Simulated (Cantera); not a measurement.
Input: 1 mol MgO, 0.03 mol C, 3.1 mol H₂, equilibrated at 0.133 bar.

These are equilibrium values from Cantera (NASA tables, ideal gas, pure condensed phases), not measurements of a reactor. Candidate condensed phases: C, C₆H₆, C₇H₈, C₈H₁₈, H₂O, Mg, MgCO₃, MgO, Mg(OH)₂; 139 gas species. Ions and electrons are included (thermal ionisation). The tables' values for MgH are old estimates; treat these amounts as uncertain. Equilibrium is a limit: real reactors are often held back by kinetics, nucleation or transport.

x: gas mole fraction; nothing condenses.

```csv
T (°C),x H,x H₂,x Mg,x H₂O,x O,x OH
2727,0.255,0.348,0.195,0.137,0.0150,0.0333
3227,?,?,?,?,?,0.0321
3727,0.721,?,0.125,?,0.112,?
4227,0.747,0.00622,0.120,2.11e-5,0.117,0.00178
4727,0.749,0.00181,0.115,1.57e-6,0.117,0.000527
```

**Question.** Some entries are withheld; supply them.

**Answer.** 
- 3227, x H: 0.584
- 3227, x H₂: 0.130
- 3227, x Mg: 0.143
- 3227, x H₂O: 0.0156
- 3227, x O: 0.0838
- 3727, x H₂: 0.0273
- 3727, x H₂O: 0.000489
- 3727, x OH: 0.00756
